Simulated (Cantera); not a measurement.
A Cantera script and what it prints.

```python
import numpy as np
import cantera as ct

gas_names = """
    CL CL2 Fe FeCL FeCL2 FeCL3 Fe2CL4 Fe2CL6 H HCL H2
""".split()
cond_names = """
    Fe(a) Fe(c) Fe(d) Fe(L) FeCL2(s) FeCL2(L) FeCL3(s) FeCL3(L)
""".split()


# ... load() reads the species with a 1 bar reference pressure and builds the phases ...
atoms = {
    'Fe': {'Fe': 1},
    'HCl': {'H': 1, 'CL': 1},
    'H2': {'H': 2},
}
top_T = {}  # K; cautious upper limits of use, not melting points


# ... equilibrate(T, P, feed) seeds the gas with the atoms and calls Mixture.equilibrate('TP', solver="vcs", rtol=1e-11, max_steps=5000) ...
results = []
feed = {'Fe': 1, 'HCl': 0.039, 'H2': 7.8}  # mol
P = 19000  # Pa
for T in [700, 775, 850, 925, 1000, 1075, 1150, 1225, 1300, 1375, 1450, 1525, 1600, 1675]:
    mix = equilibrate(T, P, feed)
    results.append((T, P, feed, dict(zip(mix.species_names, mix.species_moles))))

top = {s: max(r[3][s] / sum(r[3][g] for g in gas_names) for r in results) for s in gas_names}
cols = sorted((s for s in top if top[s] > 1e-06), key=lambda s: -top[s])[:7]
seen = [c for c in cond_names if any(r[3].get(c, 0) > 1e-12 for r in results)]
print("log10 of partial pressures in bar; condensed amounts in mol")
print(f"{'T/K':>10s}" + "".join(f"{s[:9]:>10s}" for s in cols + seen))
for T, P, feed, n in results:
    ng = sum(n[g] for g in gas_names)
    print(f"{T:10.4g}" + "".join(f"{np.log10(max(n[s] / ng * P / 1e5, 1e-99)):10.3f}" for s in cols)
          + "".join(f"{n.get(c, 0):10.4g}" for c in seen))
```

Output:

```
log10 of partial pressures in bar; condensed amounts in mol
       T/K        H2       HCL         H     FeCL2        Fe        CL     Fe(a)     Fe(c)     Fe(d)
       700    -0.723    -3.025   -13.959    -7.043   -23.041   -16.210         1         0         0
       775    -0.723    -3.025   -12.365    -6.727   -20.058   -14.643         1         0         0
       850    -0.723    -3.025   -11.050    -6.470   -17.608   -13.350         1         0         0
       925    -0.723    -3.025    -9.946    -6.258   -15.560   -12.264         1         0         0
      1000    -0.723    -3.025    -9.006    -6.082   -13.827   -11.339         1         0         0
      1075    -0.723    -3.026    -8.195    -5.939   -12.346   -10.541         1         0         0
      1150    -0.723    -3.026    -7.489    -5.822   -11.066    -9.846    0.9999         0         0
      1225    -0.723    -3.026    -6.868    -5.723    -9.948    -9.236         0    0.9999         0
      1300    -0.723    -3.027    -6.318    -5.638    -8.962    -8.695         0    0.9999         0
      1375    -0.723    -3.027    -5.827    -5.563    -8.086    -8.212         0    0.9999         0
      1450    -0.723    -3.027    -5.386    -5.496    -7.302    -7.779         0    0.9999         0
      1525    -0.723    -3.028    -4.988    -5.438    -6.597    -7.388         0    0.9998         0
      1600    -0.723    -3.028    -4.626    -5.386    -5.960    -7.033         0    0.9998         0
      1675    -0.724    -3.029    -4.297    -5.340    -5.382    -6.710         0         0    0.9996
```

Cantera equilibrium calculation (NASA polynomials, part measured and part estimated; ideal gas, pure solids and liquids).
